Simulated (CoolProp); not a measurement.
Values from CoolProp's reference Helmholtz-energy equation of state, Thol 2022.

Problem. Give the vapour pressure (kPa), liquid density (kg/m³), enthalpy of vaporisation (kJ/kg), liquid cp (kJ/(kg K)) of saturated vinyl chloride at 245.8, 337.1, 350.2 K.

Solution. 
```
T (K)  p (kPa)  liquid density (kg/m³)  enthalpy of vaporisation (kJ/kg)  liquid cp (kJ/(kg K))
-----  -------  ----------------------  --------------------------------  ---------------------
245.8     56.3                     994                               366                   1.47
337.1     1090                     821                               283                   1.65
350.2     1460                     791                               267                   1.72
```
